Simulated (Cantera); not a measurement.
A freely propagating, adiabatic, planar premixed flame of 43.1 % H2, 12.0 % O2, 44.9 % N2, unburnt at 500 K and 101000 Pa; mixture-averaged transport, grid criteria slope 0.08 and curve 0.16, no radiation.

Model: the H2/O2 subset of GRI-Mech 3.0, which has no nitrogen chemistry, integrated in Cantera. Burning velocities carry a grid error of a few per cent, more on coarse grids.

Problem. Predict: laminar burning velocity; thermal thickness; peak x(HO2); peak x(O); peak x(OH).

Solution. 
```
Property                     Value
------------------------  --------
laminar burning velocity  677 cm/s
thermal thickness         0.411 mm
peak x(HO2)               0.000348
peak x(O)                  0.00483
peak x(OH)                 0.00645
```
